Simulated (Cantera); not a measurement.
**Ignition delay**

Mixture: CO : H₂ : O₂ : N₂ : H₂O = 1 : 0.056 : 0.776 : 3.88 : 1.1 (molar parts), equivalence ratio 0.68, at 0.860 bar, adiabatic and at constant volume. Ignition delay is the time to a rise of 400 K.

Model: GRI-Mech 3.0 (53 species, 325 reactions), integrated in Cantera. Where the delays flatten at high temperature, the 400 K rule measures the pace of heat release, not the induction time.

```json
[
 {"T0 (K)": "1473", "delay (ms)": "0.103"},
 {"T0 (K)": "1548", "delay (ms)": "0.0917"},
 {"T0 (K)": "1623", "delay (ms)": "0.0849"},
 {"T0 (K)": "1698", "delay (ms)": "0.0818"},
 {"T0 (K)": "1773", "delay (ms)": "0.0816"}
]
```
